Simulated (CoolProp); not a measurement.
Saturation properties of n-dodecane.

Computed with CoolProp (reference Helmholtz-energy equation of state, Lemmon 2004). It is a short technical equation, of lower accuracy than the large ones.

| T (°C) | p (bar) | liquid density (kg/m³) | vapour density (kg/m³) | liquid viscosity (µPa s) |
|---|---|---|---|---|
| 104.65 | 0.02517 | 686.4 | 0.1371 | 485 |
| 112.95 | 0.03646 | 680.0 | 0.1946 | 448 |
| 121.25 | 0.05176 | 673.6 | 0.2711 | 415 |
| 129.55 | 0.07215 | 667.2 | 0.3709 | 385 |
| 137.85 | 0.09887 | 660.7 | 0.4994 | 359 |
| 146.15 | 0.1333 | 654.1 | 0.6624 | 335 |
| 154.45 | 0.1772 | 647.4 | 0.8666 | 313 |
| 162.75 | 0.2323 | 640.6 | 1.119 | 293 |
| 171.05 | 0.3006 | 633.8 | 1.429 | 274 |
| 179.25 | 0.3833 | 626.9 | 1.800 | 257 |
| 187.55 | 0.4848 | 619.7 | 2.251 | 242 |
| 195.85 | 0.6068 | 612.5 | 2.790 | 227 |

It boils at 216.3 °C under 1 atm.

Viscosity comes from a separate model (Huber 2004).
